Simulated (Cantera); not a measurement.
A perfectly stirred reactor is fed with CH₄ : O₂ : N₂ = 1 : 1.43 : 5.37 (molar parts), at 1130 Torr; it is adiabatic with a 650 K inlet, and is followed from long to short residence time, starting on the burning branch (τ in s: 0.43, 0.13, 0.037, 0.011, 0.0032, 0.00094, 0.00028, 8.1e-05, 2.4e-05).

Cantera simulation using GRI-Mech 3.0 (53 species, 325 reactions); the numbers are that mechanism's predictions, not measurements.

Problem. What does this change do: N2 5.37 to 3.9 parts?

Solution. 
```tsv
quantity	before	after
blow-out, bracketed by the residence times tried	burning at 0.280 ms, out at 81.0 µs	burning at 81.0 µs, out at 24.0 µs
x(CH₄) at τ = 0.430 s	1.01e-5	9.81e-7
x(O₂) at τ = 0.430 s	2.46e-5	0.000173
x(C₂H₄) at τ = 0.430 s	1.05e-9	1.34e-11
x(CH₃) at τ = 0.430 s	4.29e-6	8.49e-7
x(HCN) at τ = 0.430 s	1.43e-6	2.89e-7
x(CH₄) at τ = 3.20 ms	0.000170	5.89e-5
x(O₂) at τ = 3.20 ms	0.000611	0.000671
x(C₂H₄) at τ = 3.20 ms	6.08e-7	5.40e-8
x(CH₃) at τ = 3.20 ms	0.000131	5.92e-5
x(HCN) at τ = 3.20 ms	6.50e-5	1.96e-5
```

Problem. What does this change do: 0.57 parts H2O added?

Solution. 
```json
[
 {"quantity": "blow-out, bracketed by the residence times tried", "before": "burning at 0.280 ms, out at 81.0 µs", "after": "burning at 0.280 ms, out at 81.0 µs"},
 {"quantity": "x(CH₄) at τ = 0.430 s", "before": "1.01e-5", "after": "2.80e-5"},
 {"quantity": "x(O₂) at τ = 0.430 s", "before": "2.46e-5", "after": "2.35e-5"},
 {"quantity": "x(C₂H₄) at τ = 0.430 s", "before": "1.05e-9", "after": "5.10e-9"},
 {"quantity": "x(CH₃) at τ = 0.430 s", "before": "4.29e-6", "after": "7.47e-6"},
 {"quantity": "x(HCN) at τ = 0.430 s", "before": "1.43e-6", "after": "1.84e-6"},
 {"quantity": "x(CH₄) at τ = 3.20 ms", "before": "0.000170", "after": "0.000412"},
 {"quantity": "x(O₂) at τ = 3.20 ms", "before": "0.000611", "after": "0.000880"},
 {"quantity": "x(C₂H₄) at τ = 3.20 ms", "before": "6.08e-7", "after": "2.74e-6"},
 {"quantity": "x(CH₃) at τ = 3.20 ms", "before": "0.000131", "after": "0.000225"},
 {"quantity": "x(HCN) at τ = 3.20 ms", "before": "6.50e-5", "after": "7.52e-5"}
]
```
